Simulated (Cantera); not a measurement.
Input: 1 mol CaCO3, 0.35 mol H2O, at 13000 Pa.

Cantera equilibrium calculation (NASA polynomials, part measured and part estimated; ideal gas, pure solids and liquids). Candidate condensed phases: C, C6H6, C7H8, C8H18, Ca, CaCO3, CaO, Ca(OH)2, H2O; 115 gas species. Rates play no part.

**Question.** At 1775 K, list the 5 most abundant gas species with their mole fractions, and the condensed phases.

**Answer.** CO2 0.732, H2O 0.258, CO 0.00582, O2 0.00305, H2 0.000550. Condensed: CaO(s).
